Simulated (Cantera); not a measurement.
Charge: 1 mol NH3, 1.2 mol H2O, 10 mol H2, 0.037 mol O2, held at 0.280 bar.

Cantera equilibrium calculation (NASA polynomials, part measured and part estimated; ideal gas, pure solids and liquids). Candidate condensed phases: H2O; 24 gas species. Kinetics and transport are ignored. All values below are at 3273 K.

Base state: H2 0.461, H 0.437, H2O 0.0453, N2 0.0286, OH 0.0173, O 0.00976, NO 0.000519, O2 0.000373 (mole fractions); condensed: gas only.

Problem. What changes in the equilibrium state with this change: pressure from 0.280 bar to 0.000250 bar?

Solution. 
| species | before | after |
|---|---|---|
| H | 0.437 | 0.932 |
| O | 0.00976 | 0.0467 |
| N2 | 0.0286 | 0.0181 |
| H2 | 0.461 | 0.00187 |
| H2O | 0.0453 | 7.86e-7 |
| OH | 0.0173 | 0.000158 |
| O2 | 0.000373 | 7.65e-6 |
| N | 2.24e-5 | 0.000596 |
| NO | 0.000519 | 5.91e-5 |
